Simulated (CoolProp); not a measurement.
Properties of propylene at several states.

Model: reference Helmholtz-energy equation of state, Lemmon 2013, in CoolProp.

| T (K) | p (MPa) | phase | density (kg/m³) | cp (kJ/(kg K)) | isothermal compressibility (1/MPa) | expansivity (1/kK) | conductivity (mW/(m K)) | Prandtl number |
|---|---|---|---|---|---|---|---|---|
| 390.3 | 5.48 | supercritical | 129.4 | 4.056 | 0.4141 | 17.19 | [?] | [?] |
| 371.4 | 0.16 | gas | 2.206 | [?] | 6.323 | 2.791 | [?] | [?] |
| 406.8 | 0.279 | gas | 3.524 | 1.954 | 3.639 | 2.579 | 30.0 | 0.761 |
| 534.6 | 0.018 | gas | 0.1705 | [?] | 55.58 | 1.873 | 47.5 | 0.746 |
| 376.2 | 0.197 | gas | 2.687 | 1.839 | 5.146 | 2.774 | [?] | 0.765 |

Question: What belongs in the gaps?

Answer: 
- 390.3, conductivity (mW/(m K)): 48.1
- 390.3, Prandtl number: 1.53
- 371.4, cp (kJ/(kg K)): 1.819
- 371.4, conductivity (mW/(m K)): 25.4
- 371.4, Prandtl number: 0.766
- 534.6, cp (kJ/(kg K)): 2.372
- 376.2, conductivity (mW/(m K)): 26.0

Viscosity comes from a separate model (Huber 2003), an estimate that may be off by 10 % or more. Thermal conductivity comes from a separate model (Huber 2003), an estimate that may be off by 10 % or more.
